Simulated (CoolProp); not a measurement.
Properties of fluorine along the isobar 1.01 bar.

The numbers come from the reference Helmholtz-energy equation of state, de Reuck 1990 in CoolProp.

| T (K) | phase | density (kg/m³) | cp (kJ/(kg K)) | Joule-Thomson coefficient (K/MPa) | fugacity coefficient |
|---|---|---|---|---|---|
| 135.5 | gas | 3.433 | 0.7792 | 9.231 | 0.9923 |
| 148.2 | gas | 3.133 | 0.7776 | 7.634 | 0.9942 |
| 160.8 | gas | 2.883 | 0.7775 | 6.435 | 0.9955 |
| 173.5 | gas | 2.670 | 0.7787 | 5.499 | 0.9965 |
| 186.1 | gas | 2.487 | 0.7809 | 4.766 | 0.9972 |
| 198.8 | gas | 2.327 | 0.7840 | 4.172 | 0.9978 |
| 211.4 | gas | 2.187 | 0.7879 | 3.691 | 0.9982 |
| 224.1 | gas | 2.063 | 0.7924 | 3.290 | 0.9985 |
| 236.7 | gas | 1.952 | 0.7973 | 2.957 | 0.9988 |
| 249.4 | gas | 1.852 | 0.8026 | 2.672 | 0.9990 |
| 262 | gas | 1.763 | 0.8081 | 2.431 | 0.9992 |
| 274.7 | gas | 1.681 | 0.8139 | 2.221 | 0.9994 |
| 287.3 | gas | 1.607 | 0.8197 | 2.040 | 0.9995 |
| 300 | gas | 1.539 | 0.8256 | 1.880 | 0.9996 |
